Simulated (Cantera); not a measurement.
Cantera run:

```python
import numpy as np
import cantera as ct

gas_names = """
    AL ALN ALO ALO2 AL2 AL2O AL2O2 N NO NO2 NO3 N2 N2O O O2 O3
""".split()
cond_names = """
    AL(cr) AL(L) ALN(s) AL2O3(a) AL2O3(L)
""".split()


# ... load() reads the species with a 1 bar reference pressure and builds the phases ...
atoms = {
    'Al2O3': {'AL': 2, 'O': 3},
    'N2': {'N': 2},
}
top_T = {'ALN(s)': 2750}  # K; cautious upper limits of use, not melting points


# ... equilibrate(T, P, feed) seeds the gas with the atoms and calls Mixture.equilibrate('TP', solver="vcs", rtol=1e-11, max_steps=5000) ...
results = []
feed = {'Al2O3': 1, 'N2': 1.3}  # mol
P = 20000  # Pa
for T in [1598, 1698, 1798, 1898, 1998, 2098, 2198, 2298, 2398, 2498]:
    mix = equilibrate(T, P, feed)
    results.append((T, P, feed, dict(zip(mix.species_names, mix.species_moles))))

top = {s: max(r[3][s] / sum(r[3][g] for g in gas_names) for r in results) for s in gas_names}
cols = sorted((s for s in top if top[s] > 1e-06), key=lambda s: -top[s])[:5]
seen = [c for c in cond_names if any(r[3].get(c, 0) > 1e-12 for r in results)]
print("log10 of partial pressures in bar; condensed amounts in mol")
print(f"{'T/K':>10s}" + "".join(f"{s[:9]:>10s}" for s in cols + seen))
for T, P, feed, n in results:
    ng = sum(n[g] for g in gas_names)
    print(f"{T:10.4g}" + "".join(f"{np.log10(max(n[s] / ng * P / 1e5, 1e-99)):10.3f}" for s in cols)
          + "".join(f"{n.get(c, 0):10.4g}" for c in seen))
```

It prints:

```
log10 of partial pressures in bar; condensed amounts in mol
       T/K        N2        NO        AL         O       ALO  AL2O3(a)  AL2O3(L)
      1598    -0.699   -10.834   -11.011   -13.008   -13.246         1         0
      1698    -0.699    -9.840   -10.027   -11.699   -11.951         1         0
      1798    -0.699    -8.965    -9.142   -10.544   -10.797         1         0
      1898    -0.699    -8.180    -8.356    -9.509    -9.769         1         0
      1998    -0.699    -7.475    -7.649    -8.579    -8.844         1         0
      2098    -0.699    -6.839    -7.008    -7.739    -8.009         1         0
      2198    -0.699    -6.264    -6.425    -6.978    -7.250         1         0
      2298    -0.699    -5.742    -5.890    -6.286    -6.557         1         0
      2398    -0.699    -5.283    -5.409    -5.671    -5.950         0         1
      2498    -0.699    -4.873    -4.967    -5.117    -5.404         0    0.9999
```

These are equilibrium values from Cantera (NASA tables, ideal gas, pure condensed phases), not measurements of a reactor.
